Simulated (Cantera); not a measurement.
Cantera with NASA thermochemical tables; ideal gases at 1 bar, condensed phases pure. Values are per mole of reaction as written; species without (g) are pure solids or liquids, kept so even where they would boil at 1 bar.

3 Sr(OH)₂ + 6 F(g) → 3 SrO + O₃(g) + 6 HF(g)

```csv
T (K),ΔH° (kJ),ΔS° (J/K),ΔG° (kJ),log10 K,condensed phases
300,-839.3,204.5,-900.6,156.81,"Sr(OH)₂(s), SrO(s)"
2273,?,?,?,?,"Sr(OH)₂(l), SrO(s)"
2373,-1197.8,-129.6,-890.3,19.60,"Sr(OH)₂(l), SrO(s)"
2473,?,?,?,?,"Sr(OH)₂(l), SrO(s)"
2573,-1219.5,-138.4,-863.5,17.53,"Sr(OH)₂(l), SrO(s)"
2673,?,?,?,?,"Sr(OH)₂(l), SrO(s)"
2773,-1238.9,-145.6,-835.1,15.73,"Sr(OH)₂(l), SrO(s)"
```

Question: Some entries are withheld; supply them.

Answer: 
- 2273, ΔH° (kJ): -1186.1
- 2273, ΔS° (J/K): -124.6
- 2273, ΔG° (kJ): -903.0
- 2273, log10 K: 20.75
- 2473, ΔH° (kJ): -1208.9
- 2473, ΔS° (J/K): -134.2
- 2473, ΔG° (kJ): -877.1
- 2473, log10 K: 18.53
- 2673, ΔH° (kJ): -1229.5
- 2673, ΔS° (J/K): -142.2
- 2673, ΔG° (kJ): -849.4
- 2673, log10 K: 16.60
